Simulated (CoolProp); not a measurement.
A single-stage vapour-compression cycle with R141b: evaporating at 286.15 K (dew point), condensing at 336.15 K (bubble point), superheat 2 K, subcooling 0 K, compressor efficiency 0.85, no pressure losses. Each further row changes one setting.

Model: reference Helmholtz-energy equation of state, Lemmon 2006, in CoolProp. It is a short technical equation, of lower accuracy than the large ones.

```json
[
 {"case": "as stated", "cooling COP": "4.10", "pressure ratio": "5.45", "discharge temperature (K)": "347.5", "refrigerating effect (kJ/kg)": "174", "volumetric capacity (kJ/m³)": "429"},
 {"case": "evaporating temperature 291.15 K", "cooling COP": "4.72", "pressure ratio": "(withheld)", "discharge temperature (K)": "(withheld)", "refrigerating effect (kJ/kg)": "178", "volumetric capacity (kJ/m³)": "527"},
 {"case": "condensing temperature 331.15 K", "cooling COP": "4.66", "pressure ratio": "4.72", "discharge temperature (K)": "(withheld)", "refrigerating effect (kJ/kg)": "180", "volumetric capacity (kJ/m³)": "444"},
 {"case": "subcooling 5 K", "cooling COP": "(withheld)", "pressure ratio": "5.45", "discharge temperature (K)": "347.5", "refrigerating effect (kJ/kg)": "180", "volumetric capacity (kJ/m³)": "444"},
 {"case": "superheat 12 K", "cooling COP": "4.13", "pressure ratio": "5.45", "discharge temperature (K)": "(withheld)", "refrigerating effect (kJ/kg)": "(withheld)", "volumetric capacity (kJ/m³)": "(withheld)"},
 {"case": "compressor efficiency 0.75", "cooling COP": "3.62", "pressure ratio": "5.45", "discharge temperature (K)": "353.9", "refrigerating effect (kJ/kg)": "174", "volumetric capacity (kJ/m³)": "429"}
]
```

Task: Some entries are withheld; supply them.

Result: 
- evaporating temperature 291.15 K, pressure ratio: 4.46
- evaporating temperature 291.15 K, discharge temperature (K): 345.8
- condensing temperature 331.15 K, discharge temperature (K): 342.2
- subcooling 5 K, cooling COP: 4.24
- superheat 12 K, discharge temperature (K): 358.0
- superheat 12 K, refrigerating effect (kJ/kg): 182
- superheat 12 K, volumetric capacity (kJ/m³): 432
